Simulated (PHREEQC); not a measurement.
Phosphoric acid bath

A solution holds 0.064 mol KH2PO4 and 0.038 mol HCl per kg of water, at 25 °C. Closed to the air; pH follows from the charge balance.

Model: ion-association model, phreeqc.dat, run in PHREEQC.

Each row changes one thing in this solution. Precipitation was switched off in this run.

```
case                              pH  ionic strength (mol/kgw)  H2PO4- (mol/kgw)  H3PO4 (mol/kgw)  HPO4-2 (mol/kgw)  KHPO4- (mol/kgw)  SI of Sylvite (KCl)
------------------------------  ----  ------------------------  ----------------  ---------------  ----------------  ----------------  -------------------
as made                         2.14                    0.0727            0.0346           0.0294           5.76e-7           2.91e-8                -3.72
0.00077 mol/kgw K2HPO4 added    2.16                    0.0738            0.0358           0.0290           6.25e-7           3.22e-8                -3.71
temperature from 25 to 30 °C    2.16                    0.0723            0.0343           0.0297           6.12e-7           3.08e-8                -3.75
HCl from 0.038 to 0.38 mol/kgw  0.61                     0.383           0.00261           0.0614           1.97e-9          5.44e-11                -2.87
diluted 100-fold with water     3.47                  0.000991          0.000611          2.94e-5           1.24e-7          1.35e-10                -7.54
temperature from 25 to 85 °C    2.31                    0.0699            0.0319           0.0321           1.13e-6           5.17e-8                -3.99
```

At this temperature some constants are extrapolated from 25 °C, and those without enthalpy data are left unchanged.
